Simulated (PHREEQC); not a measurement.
A solution holds 0.052 mol/kgw NaBr, 0.00066 mol/kgw NH4HF2 and 0.12 mol/kgw HF, at 48 °C. Closed to the air; pH follows from the charge balance.

Computed with PHREEQC (ion-association model, wateq4f.dat).

Each row changes one thing in this solution. This is a speciation only: nothing precipitates in the calculation.

```csv
case,pH,ionic strength (mol/kgw),HF (mol/kgw),H2F2 (mol/kgw),F- (mol/kgw),HF2- (mol/kgw)
as made,2.13,0.0614,0.0907,0.00917,0.00675,0.00268
HF left out,3.64,0.0529,0.000385,1.65e-7,?,1.54e-6
diluted 2-fold with water,2.30,0.0321,0.0483,0.00258,0.00502,0.00105
temperature from 48 to 25 °C,2.08,0.0623,0.0771,0.0157,?,0.00238
NaBr left out,2.14,0.00854,0.0918,0.00927,0.00611,0.00243
HF from 0.12 to 0.24 mol/kgw,1.95,0.0659,0.163,0.0295,0.00812,0.00578
NaBr from 0.052 to 0.52 mol/kgw,2.06,0.531,0.0870,0.00939,0.00793,0.00336
NH4HF2 left out,2.11,0.0611,0.0902,0.00905,0.00649,0.00256
0.013 mol/kgw NH4F added,?,0.0702,0.0918,?,0.0130,0.00523
```

Q: Some entries are withheld; supply them.

A: 
- HF left out, F- (mol/kgw): 0.000914
- temperature from 48 to 25 °C, F- (mol/kgw): 0.00792
- 0.013 mol/kgw NH4F added, pH: 2.40
- 0.013 mol/kgw NH4F added, H2F2 (mol/kgw): 0.00941

wateq4f.dat counts part of the HF as a dimer, H2F2, which phreeqc.dat doesn't know; its constant is uncertain. Away from 25 °C the constants follow the database's enthalpies or fits; those with neither stay at their 25 °C values.
